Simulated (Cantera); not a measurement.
A perfectly stirred reactor is fed with CH₄ : H₂ : O₂ : N₂ : H₂O = 1 : 0.064 : 2.86 : 10.8 : 0.75 (molar parts), at 8.60 bar; it is adiabatic with a 800 K inlet, and is followed from long to short residence time, starting on the burning branch (τ in s: 0.044, 0.021, 0.01, 0.0049, 0.0023, 0.0011, 0.00053, 0.00025, 0.00012, 5.8e-05, 2.8e-05, 1.3e-05).

Computed with Cantera and GRI-Mech 3.0 (53 species, 325 reactions).

Q: Predict: blow-out, bracketed by the residence times tried; x(CH₄) at τ = 44.0 ms; x(H₂) at τ = 44.0 ms; x(O₂) at τ = 44.0 ms; x(HCO) at τ = 44.0 ms; x(CH₄) at τ = 0.530 ms; x(H₂) at τ = 0.530 ms; x(O₂) at τ = 0.530 ms; x(HCO) at τ = 0.530 ms.

A: blow-out, bracketed by the residence times tried: burning at 28.0 µs, out at 13.0 µs
x(CH₄) at τ = 44.0 ms: 1.36e-6
x(H₂) at τ = 44.0 ms: 0.000251
x(O₂) at τ = 44.0 ms: 0.0526
x(HCO) at τ = 44.0 ms: 3.78e-9
x(CH₄) at τ = 0.530 ms: 6.78e-5
x(H₂) at τ = 0.530 ms: 0.000777
x(O₂) at τ = 0.530 ms: 0.0542
x(HCO) at τ = 0.530 ms: 3.23e-7
